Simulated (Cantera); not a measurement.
**Ignition delay**

Mixture: CH4 : CO : O2 : N2 = 1 : 0.18 : 1.04 : 3.45 (molar parts), at 0.410 bar, adiabatic and at constant volume. Ignition delay is the time to a rise of 400 K.

Computed with Cantera and GRI-Mech 3.0 (53 species, 325 reactions).

```csv
T0 (K),delay (ms)
1123,498
1173,216
1223,98.5
1273,46.9
1323,23.2
1373,12.0
```

The apparent activation energy between 1273 and 1373 K comes out as 200 kJ/mol.
